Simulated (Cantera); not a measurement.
Feed: 1 mol Al2O3, 3.1 mol H2O, held at 0.548 Torr.

Method: chemical equilibrium by Gibbs-energy minimisation in Cantera with the NASA 1993 tables (ideal gas, pure condensed phases). Candidate condensed phases: Al, Al2O3, H2O; 19 gas species. Rates play no part.

**Question.** Which condensed phases are stable at each of these points (T (°C)): 1575, 1675, 1775, 1875, 1975, 2075, 2175, 2275?

**Answer.** 
```csv
T (°C),condensed phases,Al condensed (%)
1575,Al2O3(s),100.0
1675,Al2O3(s),100.0
1775,Al2O3(s),100.0
1875,Al2O3(s),100.0
1975,Al2O3(s),100.0
2075,Al2O3(l),99.9
2175,Al2O3(l),99.6
2275,Al2O3(l),98.2
```

From 1575 °C to 1975 °C the condensed part is Al2O3(s). From 2075 °C to 2275 °C the condensed part is Al2O3(l).
